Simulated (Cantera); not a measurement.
What does this Cantera script print?

```python
import numpy as np
import cantera as ct

gas_names = """
    C CN CO CO2 C2 CCN CNC C2N2 C2O C3 C3O2 C4 C4N2 C5 Cu CuO Cu2 N NCO NO NO2 NO3 N2 N2O O O2 O3
""".split()
cond_names = """
    C(gr) Cu(cr) Cu(L) CuO(s) Cu2O(s) Cu2O(L)
""".split()


# ... load() reads the species with a 1 bar reference pressure and builds the phases ...
atoms = {
    'Cu': {'Cu': 1},
    'CO': {'C': 1, 'O': 1},
    'N2': {'N': 2},
}
top_T = {'C(gr)': 4500, 'CuO(s)': 1390}  # K; cautious upper limits of use, not melting points


# ... equilibrate(T, P, feed) seeds the gas with the atoms and calls Mixture.equilibrate('TP', solver="vcs", rtol=1e-11, max_steps=5000) ...
results = []
feed = {'Cu': 1, 'CO': 8, 'N2': 18}  # mol
P = 76  # Pa
for T in [973, 1073, 1173, 1273, 1373, 1473, 1573, 1673, 1773, 1873, 1973]:
    mix = equilibrate(T, P, feed)
    results.append((T, P, feed, dict(zip(mix.species_names, mix.species_moles))))

top = {s: max(r[3][s] / sum(r[3][g] for g in gas_names) for r in results) for s in gas_names}
cols = sorted((s for s in top if top[s] > 1e-05), key=lambda s: -top[s])[:9]
seen = [c for c in cond_names if any(r[3].get(c, 0) > 1e-12 for r in results)]
print("log10 of partial pressures in bar; condensed amounts in mol")
print(f"{'T/K':>10s}" + "".join(f"{s[:9]:>10s}" for s in cols + seen))
for T, P, feed, n in results:
    ng = sum(n[g] for g in gas_names)
    print(f"{T:10.4g}" + "".join(f"{np.log10(max(n[s] / ng * P / 1e5, 1e-99)):10.3f}" for s in cols)
          + "".join(f"{n.get(c, 0):10.4g}" for c in seen))
```

Result:

```
log10 of partial pressures in bar; condensed amounts in mol
       T/K        N2        CO        Cu       CO2       Cu2     C(gr)    Cu(cr)     Cu(L)
       973    -3.279    -3.631   -11.290    -7.261   -17.257  0.001875         1         0
      1073    -3.279    -3.631    -9.623    -8.114   -14.887 0.0002634         1         0
      1173    -3.279    -3.631    -8.243    -8.817   -12.929 5.218e-05    0.9998         0
      1273    -3.279    -3.631    -7.084    -9.406   -11.286 1.344e-05    0.9972         0
      1373    -3.279    -3.632    -6.102    -9.906    -9.902 4.232e-06         0    0.9729
      1473    -3.282    -3.634    -5.286   -10.341    -8.770 1.456e-06         0    0.8216
      1573    -3.294    -3.647    -4.577   -10.708    -7.789         0         0   0.05894
      1673    -3.295    -3.647    -4.551   -10.553    -8.123         0         0         0
      1773    -3.295    -3.647    -4.551   -10.342    -8.466         0         0         0
      1873    -3.295    -3.647    -4.551   -10.133    -8.773         0         0         0
      1973    -3.295    -3.647    -4.551    -9.941    -9.049         0         0         0
```

These are equilibrium values from Cantera (NASA tables, ideal gas, pure condensed phases), not measurements of a reactor.
